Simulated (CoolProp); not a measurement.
Properties of ammonia along the isobar 8.34 MPa.

The numbers come from the reference Helmholtz-energy equation of state, Gao 2020 in CoolProp.

```tsv
T (°C)	phase	cv (kJ/(kg K))	speed of sound (m/s)	isothermal compressibility (1/MPa)	viscosity (µPa s)	fugacity coefficient
-10.95	liquid	2.863	1631	0.0008994	200	0.03508
-5.45	liquid	2.849	1596	0.0009596	188	0.04333
0.05	liquid	2.835	1560	0.001026	177	0.05295
5.45	liquid	2.822	1524	0.001098	167	0.06386
10.95	liquid	2.809	1486	0.001180	158	0.07657
16.45	liquid	2.798	1449	0.001271	150	0.09101
21.85	liquid	2.788	1411	0.001371	142	0.1070
27.35	liquid	2.778	1372	0.001485	135	0.1251
32.85	liquid	2.770	1333	0.001615	128	0.1452
38.25	liquid	2.762	1293	0.001761	121	0.1670
43.75	liquid	2.756	1253	0.001931	115	0.1913
49.25	liquid	2.750	1211	0.002129	110	0.2178
54.65	liquid	2.745	1170	0.002356	104	0.2459
60.15	liquid	2.742	1126	0.002629	98.9	0.2766
65.65	liquid	2.739	1082	0.002958	93.9	0.3096
71.05	liquid	2.738	1037	0.003351	89.2	0.3440
```

Viscosity comes from a separate model (Fenghour 1995).
